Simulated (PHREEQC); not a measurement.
Solution (25 °C): 0.38 mol/kgw ZnCl2, 0.0021 mol/kgw NaCl and 0.024 mol/kgw H2SO4. Closed to the air; pH follows from the charge balance.

All values are PHREEQC results (ion-association model, phreeqc.dat), not measurements.

Each row changes one thing in this solution. This is a speciation only: nothing precipitates in the calculation.

```tsv
case	pH	ionic strength (mol/kgw)	Cl- (mol/kgw)	Zn+2 (mol/kgw)	ZnCl+ (mol/kgw)	ZnCl2 (mol/kgw)	SI of Zn(OH)2(e) (Zn(OH)2)
as made	1.49	0.921	0.596	0.262	0.0738	0.0139	-9.87
ZnCl2 from 0.38 to 0.342 mol/kgw	1.49	0.846	0.551	0.241	0.0645	0.0116	-9.89
NaCl left out	1.49	0.920	0.595	0.263	(withheld)	0.0138	-9.87
diluted 100-fold with water	3.37	0.0118	0.00757	(withheld)	4.87e-5	3.08e-7	-7.39
NaCl from 0.0021 to 0.0105 mol/kgw	1.49	0.928	0.602	0.261	0.0741	(withheld)	-9.87
0.7 mol/kgw H3BO3 added	1.49	0.921	0.596	0.262	0.0738	0.0139	-9.88
```

Task: What belongs in the gaps?

Result: 
- NaCl left out, ZnCl+ (mol/kgw): 0.0737
- diluted 100-fold with water, Zn+2 (mol/kgw): 0.00369
- NaCl from 0.0021 to 0.0105 mol/kgw, ZnCl2 (mol/kgw): 0.0140

The ionic strength passes 0.7 mol/kgw, the rough limit of the ion-association models, in as made; ZnCl2 from 0.38 to 0.342 mol/kgw; NaCl left out; NaCl from 0.0021 to 0.0105 mol/kgw; 0.7 mol/kgw H3BO3 added.
